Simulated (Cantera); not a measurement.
Input: 1 mol SiH2Cl2, 2.4 mol NH3, held at 1375 °C and 750 Torr.

Method: chemical equilibrium by Gibbs-energy minimisation in Cantera with the NASA 1993 tables (ideal gas, pure condensed phases). Candidate condensed phases: NH4Cl, Si, Si3N4; 28 gas species. The tables' values for SiCl3 are old estimates; treat these amounts as uncertain. Kinetics and transport are ignored.

Base state: H2 0.612, HCl 0.261, N2 0.102, SiCl2 0.0139, SiCl3 0.00486, SiCl4 0.00376, SiHCl3 0.00147, SiH2Cl2 9.81e-5 (mole fractions); condensed: Si3N4(s).

What changes in the equilibrium state with this change: temperature from 1375 °C to 1552 °C?


```csv
species,before,after
H2,0.612,0.625
HCl,0.261,0.203
N2,0.102,0.119
SiCl2,0.0139,0.0454
SiCl,6.98e-7,2.01e-5
H,6.98e-5,0.000348
"Si3N4(s), mol",0.284,0.223
```
The tables' values for SiCl3, SiCl are old estimates; treat these amounts as uncertain.
